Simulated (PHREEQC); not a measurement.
Make-up at 25 °C: 0.016 mol Na2S, 0.077 mol HCl and 0.00081 mol FeCl2 per kg of water. Closed to the air; pH follows from the charge balance.

Equilibrium calculation in PHREEQC: ion-association model, phreeqc.dat.

```
quantity               before     after
-------------------  --------  --------
pH                       1.43      3.36
Fe+2 (mol/kgw)       0.000775   8.09e-6
FeCl+ (mol/kgw)       3.54e-5   7.75e-9
HS- (mol/kgw)         6.37e-8   4.33e-8
Fe(HS)2 (mol/kgw)    7.12e-10  1.12e-11
SI of Halite (NaCl)     -4.37     -8.20
```

Name the change that produced these shifts.
(A) temperature from 25 to 45 °C
(B) diluted 100-fold with water
(C) 0.0032 mol/kgw CaCl2 added
(D) HCl from 0.077 to 0.115 mol/kgw
(E) diluted 5-fold with water

B, diluted 100-fold with water

This is a speciation only: nothing precipitates in the calculation.
